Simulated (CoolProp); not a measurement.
The numbers come from the reference Helmholtz-energy equation of state, de Vries 1995 in CoolProp.

Question: Give the vapour pressure (bar), vapour density (kg/m³), enthalpy of vaporisation (kJ/kg), liquid cp (kJ/(kg K)) of saturated R124 at 338.8 K.

Answer: 
```tsv
T (K)	p (bar)	vapour density (kg/m³)	enthalpy of vaporisation (kJ/kg)	liquid cp (kJ/(kg K))
338.8	11.4	71.9	119	1.27
```
